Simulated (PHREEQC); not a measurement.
Acid rinse or clean: speciation

Solution (25 °C): 3.6 mmol/kgw HCl, 16.8 mmol/kgw ZnSO4 and 1.12 mmol/kgw MgCl2. Closed to the air; pH follows from the charge balance.

The numbers come from PHREEQC with the ion-association model, wateq4f.dat.

Precipitation was switched off in this run.

Q: Estimate the pH, ionic strength.

A: pH 2.67; ionic strength 0.0473 mol/kgw.

Q: In which forms is Zn present?

A: Zn+2 65 %, ZnSO4 32 %, Zn(SO4)2-2 2.4 % of the Zn.
